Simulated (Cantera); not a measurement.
An isothermal, constant-pressure homogeneous reactor starts with 6.67 % NH3, 93.3 % N2, at 1675 K and 17000 Pa.

Model: the gas-phase N/H chemistry of the illustrative SiF4/NH3 mechanism in the Surface Chemkin manual (1991), integrated in Cantera. Walls and surfaces, which speed up NH3 decomposition in real reactors, are not modelled.

Predict: x(NH3) at 4.00 s; x(N2H2) at 4.00 s; x(NH2) at 4.00 s; x(H2) at 4.00 s; x(N2H4) at 4.00 s.


```json
{
 "x(NH3) at 4.00 s": "0.0359 (gas-phase equilibrium 1.77e-7)",
 "x(N2H2) at 4.00 s": "5.69e-8 (gas-phase equilibrium <1e-12)",
 "x(NH2) at 4.00 s": "3.32e-5 (gas-phase equilibrium 4.10e-10)",
 "x(H2) at 4.00 s": "0.0433 (gas-phase equilibrium 0.0937)",
 "x(N2H4) at 4.00 s": "2.09e-9 (gas-phase equilibrium <1e-12)"
}
```
